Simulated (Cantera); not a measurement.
An isothermal, constant-pressure homogeneous reactor starts with 96.2 % N2O, 3.75 % H2O, at 1098 K and 1.09 atm.

Model: GRI-Mech 3.0 (53 species, 325 reactions), integrated in Cantera. GRI-Mech 3.0 was tuned for natural gas; its chemistry of N2O as a main component is partial and can be far from experiment. The mechanism lacks the step 2 NO + O2 → 2 NO2, which can matter for NO2 below about 1400 K. The temperature is held fixed by assumption; the heat of reaction is taken as removed at once.

x: mole fraction; the columns are a selection and need not sum to one.

```csv
t (s),x N2O,x H2O,x H2O2,x H2,x H,x O2
3.00e-6,0.962,0.0375,<1e-12,<1e-12,<1e-12,1.96e-8
1.08e-5,0.962,0.0375,<1e-12,<1e-12,<1e-12,1.92e-7
3.90e-5,0.962,0.0375,<1e-12,<1e-12,4.07e-12,1.21e-6
0.000140,0.962,0.0375,5.61e-12,9.21e-12,1.74e-11,5.17e-6
0.000506,0.962,0.0375,4.22e-10,1.71e-10,5.84e-11,1.95e-5
0.00182,0.962,0.0375,…,1.87e-9,1.40e-10,7.15e-5
0.00658,0.962,0.0375,…,1.03e-8,1.92e-10,0.000262
0.0237,0.959,0.0375,…,2.32e-8,2.00e-10,0.000950
0.0854,0.951,0.0374,…,1.47e-8,1.83e-10,0.00341
0.308,0.924,0.0371,2.17e-8,6.71e-9,1.56e-10,0.0121
1.11,0.835,0.0359,2.31e-8,4.30e-9,1.35e-10,0.0404
4.00,0.604,0.0330,…,2.98e-9,1.01e-10,0.115
```

What belongs in the gaps?


- 0.00182, x H2O2: 2.97e-8
- 0.00658, x H2O2: 9.53e-8
- 0.0237, x H2O2: 4.74e-8
- 0.0854, x H2O2: 2.77e-8
- 4.00, x H2O2: 2.08e-8
